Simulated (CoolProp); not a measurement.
A simple Rankine cycle with water: condensing at 302.15 K, boiler at 0.123 MPa, turbine inlet 380.7 K, turbine efficiency 0.85, pump efficiency 0.8, no recuperator. Each further row changes one setting.

Values from CoolProp's reference Helmholtz-energy equation of state, Wagner 2002.

| case | thermal efficiency (%) | net work (kJ/kg) | heat in (kJ/kg) | turbine exit temperature (K) | volume ratio over the turbine |
|---|---|---|---|---|---|
| as stated | 16.2 | 415 | 2570 | 302.1 | (withheld) |
| turbine inlet 400.7 K | 16.2 | 423 | 2610 | 302.1 | 21.0 |
| condensing temperature 294.15 K | 17.8 | 462 | (withheld) | 294.1 | 33.8 |
| boiler pressure 0.0861 MPa | 14.6 | 374 | 2570 | 302.1 | 15.5 |
| turbine efficiency 0.75 | (withheld) | 366 | 2570 | 302.1 | 22.4 |

Problem. Some entries are withheld; supply them.

Solution. 
- as stated, volume ratio over the turbine: 21.9
- condensing temperature 294.15 K, heat in (kJ/kg): 2600
- turbine efficiency 0.75, thermal efficiency (%): 14.3

The expansion ends wet for: as stated; turbine inlet 400.7 K; condensing temperature 294.15 K; boiler pressure 0.0861 MPa; turbine efficiency 0.75.
